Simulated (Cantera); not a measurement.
Charge: 1 mol Zr, 5.2 mol O2, 31 mol N2, 0.4 mol N2O, at 2573 K and 17.3 Torr.

These are equilibrium values from Cantera (NASA tables, ideal gas, pure condensed phases), not measurements of a reactor. Candidate condensed phases: Zr, ZrN, ZrO2; 13 gas species. The numbers say what is thermodynamically allowed, not how fast it happens.

Base state: N2 0.850, O2 0.0910, O 0.0409, NO 0.0178, ZrO2 4.35e-5 (mole fractions); condensed: ZrO2(tetragonal).

**Question.** What changes in the equilibrium state with this change: Zr replaced by Ta?

**Answer.** 
```
species                 before    after
---------------------  -------  -------
N2                       0.850    0.855
O2                      0.0910   0.0861
O                       0.0409   0.0398
TaO2                         0  0.00216
NO                      0.0178   0.0174
ZrO2                   4.35e-5        0
ZrO2(tetragonal), mol    0.998        0
Ta2O5(l), mol                0    0.461
```
Further candidate phases: Ta, Ta2O5.
